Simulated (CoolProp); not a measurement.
Properties of ethanol along the isotherm 346.85 °C (Tc = 241.6 °C, pc = 6.268 MPa, ω = 0.644).

Values from CoolProp's reference Helmholtz-energy equation of state, Schroeder 2014.

```csv
p (MPa),phase,speed of sound (m/s),Joule-Thomson coefficient (K/MPa),expansivity (1/kK),Prandtl number,fugacity coefficient
0.0496,gas,347.6,4.299,1.620,0.812,0.9990
0.102,gas,?,4.301,1.628,0.812,0.9980
0.209,gas,346.8,4.303,1.644,0.812,0.9960
0.429,gas,?,4.309,1.678,0.813,0.9917
0.881,gas,343.4,4.321,1.750,0.815,0.9830
1.81,gas,338.6,?,1.910,0.821,0.9652
3.72,gas,328.3,4.416,2.300,0.841,0.9290
7.63,supercritical,304.1,4.608,3.520,?,0.8557
15.7,supercritical,272.3,3.565,7.753,1.48,0.7065
```

Problem. Complete the blanks.

Solution. 
- 0.102, speed of sound (m/s): 347.3
- 0.429, speed of sound (m/s): 345.7
- 1.81, Joule-Thomson coefficient (K/MPa): 4.348
- 7.63, Prandtl number: 0.932

Viscosity comes from a separate model (Kiselev 2005). Thermal conductivity comes from a separate model (Assael 2013).
